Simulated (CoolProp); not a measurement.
Vapour pressure (MPa) of methane: the reference equation beside estimates from Tc = -82.6 °C, pc = 4.599 MPa, ω = 0.011. Clausius-Clapeyron is anchored at -128.25 °C with a constant enthalpy of vaporisation of 6.898 kJ/mol.

Computed with CoolProp (reference Helmholtz-energy equation of state, Setzmann 1991).

| T (°C) | reference | Lee-Kesler | Clausius-Clapeyron | van der Waals | Redlich-Kwong | Soave-Redlich-Kwong | Peng-Robinson |
|---|---|---|---|---|---|---|---|
| -145.25 | 0.3231 | 0.3224 | 0.3827 | 0.7413 | 0.2791 | 0.3213 | 0.3250 |
| -141.05 | 0.4158 | 0.4156 | 0.4704 | 0.8770 | 0.3702 | 0.4152 | 0.4182 |
| -136.75 | 0.5296 | 0.5301 | 0.5734 | 1.032 | 0.4840 | 0.5308 | 0.5327 |
| -132.45 | 0.6647 | 0.6659 | 0.6905 | 1.204 | 0.6209 | 0.6683 | 0.6687 |
| -128.25 | 0.8193 | 0.8209 | 0.8193 | 1.388 | 0.7791 | 0.8259 | 0.8245 |
| -123.95 | 1.003 | 1.005 | 0.9662 | 1.595 | 0.9684 | 1.013 | 1.010 |
| -119.65 | 1.214 | 1.216 | 1.129 | 1.820 | 1.187 | 1.229 | 1.223 |
| -115.45 | 1.450 | 1.452 | 1.304 | 2.058 | 1.432 | 1.470 | 1.461 |
| -111.15 | 1.724 | 1.725 | 1.499 | 2.322 | 1.716 | 1.748 | 1.737 |
| -106.85 | 2.032 | 2.033 | 1.712 | 2.605 | 2.036 | 2.062 | 2.049 |
| -102.65 | 2.371 | 2.370 | 1.935 | 2.902 | 2.385 | 2.405 | 2.390 |
| -98.35 | 2.757 | 2.757 | 2.182 | 3.226 | 2.781 | 2.795 | 2.780 |
| -94.05 | 3.189 | 3.188 | 2.445 | 3.571 | 3.218 | 3.227 | 3.213 |
| -89.85 | 3.657 | 3.658 | 2.719 | 3.930 | 3.687 | 3.691 | 3.680 |
| -85.55 | 4.192 | 4.194 | 3.016 | 4.318 | 4.211 | 4.212 | 4.207 |

Absolute difference from the reference over all 15 rows, mean and median: Lee-Kesler 0.1 and 0.1 %, Clausius-Clapeyron 14.0 and 13.1 %, van der Waals 50.8 and 41.9 %, Redlich-Kwong 3.7 and 1.2 %, Soave-Redlich-Kwong 0.9 and 1.0 %, Peng-Robinson 0.7 and 0.7 %.
